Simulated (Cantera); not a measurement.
Input: 1 mol Ta₂O₅, 14 mol CO, 0.92 mol CH₄, equilibrated at 2300 K and 7.50 Torr.

Method: chemical equilibrium by Gibbs-energy minimisation in Cantera with the NASA 1993 tables (ideal gas, pure condensed phases). Candidate condensed phases: C, C₆H₆, C₇H₈, C₈H₁₈, H₂O, Ta, TaC, Ta₂O₅; 113 gas species. Mutual solubility and eutectic melting of coexisting phases are not modelled. Condensed phases not in the tables: Ta₂C, N, O or C dissolved in the metal. Equilibrium is a limit: real reactors are often held back by kinetics, nucleation or transport.

Base state: CO 0.869, H₂ 0.0921, H 0.0294, TaO₂ 0.00700, TaO 0.00155, CO₂ 0.000753, H₂O 0.000447, OH 2.30e-5 (mole fractions); condensed: Ta(s) + Ta₂O₅(l).

**Question.** What changes in the equilibrium state with this change: Ta₂O₅ replaced by Fe₂O₃?

**Answer.** 
```tsv
species	before	after
CO	0.869	0.712
Fe	0	0.103
CO₂	0.000753	0.0733
H₂O	0.000447	0.0309
H₂	0.0921	0.0536
H	0.0294	0.0224
TaO₂	0.00700	0
FeO	0	0.00221
TaO	0.00155	0
Ta(s), mol	0.336	0
Ta₂O₅(l), mol	0.758	0
```
Further candidate phases: Fe, Fe(CO)₅, FeO, Fe(OH)₂, Fe(OH)₃, Fe₂O₃, Fe₃O₄.

**Question.** What changes in the equilibrium state with this change: pressure from 7.50 Torr to 1.00 Torr?

**Answer.** 
```csv
species,before,after
CO,0.869,0.802
H,0.0294,0.0675
H₂,0.0921,0.0649
TaO₂,0.00700,0.0525
TaO,0.00155,0.0116
O,5.00e-6,3.75e-5
OH,2.30e-5,5.29e-5
H₂O,0.000447,0.000315
CO₂,0.000753,0.000695
"Ta(s), mol",0.336,0.0519
"Ta₂O₅(l), mol",0.758,0.379
```
